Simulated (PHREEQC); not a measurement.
Make-up at 20 °C: 3 mmol/kgw H2SO4, 130 mmol/kgw NaCl and 97 mmol/kgw CuCl2. Closed to the air; pH follows from the charge balance.

Computed with PHREEQC (ion-association model, phreeqc.dat).

Precipitation was switched off in this run.

Predict the pH, activity of water, density.

pH 2.35; activity of water 0.991; density 1.015 g/cm³.

In which forms is Cu present?

Cu+2 83 %, CuCl+ 15 %, CuSO4 1.3 %, CuCl2 0.9 % of the Cu.

Complexes and solids missing from the database can't appear.
